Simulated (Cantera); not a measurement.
# Si3N4 + O2 + H2 (nitride etching)

Feed: 1 mol Si3N4, 0.47 mol O2, a varied amount of H2, held at 1923.15 K and 51000 Pa.

These are equilibrium values from Cantera (NASA tables, ideal gas, pure condensed phases), not measurements of a reactor. Candidate condensed phases: H2O, Si, SiO2, Si2N2O, Si3N4; 35 gas species. Mutual solubility and eutectic melting of coexisting phases are not modelled. Gases not in the tables: Si2H6 and higher silanes. Kinetics and transport are ignored.

```
n(H2) (mol)  log p H2  log p N2  log p SiO  log p H  log p SiH2  log p Si  log p SiH  log p H2O  n Si2N2O(s)  n Si3N4(s)  n Si(l)
-----------  --------  --------  ---------  -------  ----------  --------  ---------  ---------  -----------  ----------  -------
1.4             -0.38     -1.03      -2.77    -3.22       -4.69     -4.91      -5.19      -6.08        0.934       0.375        0
2.9             -0.35     -1.24      -2.70    -3.20       -4.52     -4.77      -5.03      -6.11        0.927       0.351   0.0790
5.9             -0.35     -1.24      -2.70    -3.20       -4.52     -4.77      -5.03      -6.11        0.914       0.166    0.647
12              -0.33     -1.36      -2.58    -3.19       -4.51     -4.77      -5.02      -5.98        0.871           0     1.19
25              -0.32     -1.60      -2.33    -3.18       -4.49     -4.77      -5.02      -5.72        0.699           0     1.36
51              -0.31     -1.77      -2.17    -3.18       -4.49     -4.77      -5.01      -5.55        0.223           0     1.83
100             -0.31     -2.00      -2.33    -3.18       -4.48     -4.77      -5.01      -5.71            0           0     2.05
210             -0.30     -2.32      -2.65    -3.17       -4.47     -4.77      -5.01      -6.02            0           0     2.03
440             -0.30     -2.64      -2.97    -3.17       -4.47     -4.77      -5.00      -6.33            0           0     2.01
```
log p: log10 of the partial pressure in bar; n: condensed amount in mol.

At 1.4 mol H2 the condensed part is Si2N2O(s) + Si3N4(s). From 2.9 mol H2 to 5.9 mol H2 the condensed part is Si(l) + Si2N2O(s) + Si3N4(s). From 12 mol H2 to 51 mol H2 the condensed part is Si(l) + Si2N2O(s). From 100 mol H2 to 440 mol H2 the condensed part is Si(l). The main Si-bearing gas is SiO throughout. The share of Si in condensed phases is highest at 1.4 mol H2 (99.8 %) and lowest at 440 mol H2 (66.9 %).
